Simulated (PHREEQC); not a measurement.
Dissolve 0.016 mol HF, 0.0024 mol NH4F and 0.002 mol (NH4)2SiF6 per kg of water at 3.7 °C. It is in equilibrium with CO2 at log p = -3.4 (atm). Otherwise closed; pH follows from the charge balance.

The numbers come from PHREEQC with the ion-association model, phreeqc.dat.

```tsv
quantity	before	after
pH	2.57	2.92
ionic strength (mol/kgw)	0.0113	0.0194
HF (mol/kgw)	0.0129	0.0141
F- (mol/kgw)	0.00514	0.0128
HF2- (mol/kgw)	0.000202	0.000553
HCO3- (mol/kgw)	3.26e-9	7.37e-9
```

**Question.** What was changed between the two runs?
(A) (NH4)2SiF6 replaced by NaHF2 at the same molality
(B) HF from 0.016 to 0.16 mol/kgw
(C) temperature from 3.7 to 45 °C
(D) NH4F from 0.0024 to 0.012 mol/kgw
(E) temperature from 3.7 to 65 °C

**Answer.** D, NH4F from 0.0024 to 0.012 mol/kgw

No solid was allowed to form. Constants without temperature data keep their 25 °C values here. SiF6-2 is the database's only silicon fluoride.
